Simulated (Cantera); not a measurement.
A perfectly stirred reactor is fed with 9.57 % H₂, 5.32 % O₂, 85.1 % N₂, at 33000 Pa; it is held at 1123 K, and followed from long to short residence time.

Model: the H2/O2 subset of GRI-Mech 3.0, which has no nitrogen chemistry, integrated in Cantera. The temperature is held fixed by assumption; the heat of reaction is taken as removed at once.

x: mole fraction; the columns are a selection and need not sum to one.

```csv
τ (s),x H₂,x O₂,x HO₂,x H₂O,x O,x H,x OH
8.7,0.000117,0.00563,8.04e-7,0.100,6.83e-6,8.36e-6,[?]
3.7,0.000203,0.00567,1.06e-6,0.100,1.24e-5,1.94e-5,[?]
1.6,0.000348,0.00573,1.31e-6,0.100,2.20e-5,4.41e-5,[?]
0.70,0.000586,0.00585,1.53e-6,0.0998,3.84e-5,9.77e-5,[?]
0.30,0.000985,0.00605,1.74e-6,0.0993,6.73e-5,0.000217,[?]
0.13,0.00161,0.00639,1.94e-6,0.0985,0.000116,0.000462,[?]
0.057,0.00255,0.00692,2.16e-6,0.0972,0.000194,0.000939,[?]
0.024,0.00401,0.00778,2.46e-6,0.0951,0.000329,0.00188,[?]
0.011,0.00587,0.00894,2.83e-6,0.0922,0.000520,0.00334,[?]
0.0046,0.00875,0.0108,3.37e-6,0.0876,0.000844,0.00596,[?]
0.0020,0.0126,0.0134,4.05e-6,0.0813,0.00129,0.00969,[?]
```

Some entries are withheld; supply them.


- 8.7, x OH: 5.23e-5
- 3.7, x OH: 6.99e-5
- 1.6, x OH: 9.29e-5
- 0.70, x OH: 0.000123
- 0.30, x OH: 0.000163
- 0.13, x OH: 0.000215
- 0.057, x OH: 0.000281
- 0.024, x OH: 0.000369
- 0.011, x OH: 0.000470
- 0.0046, x OH: 0.000609
- 0.0020, x OH: 0.000770
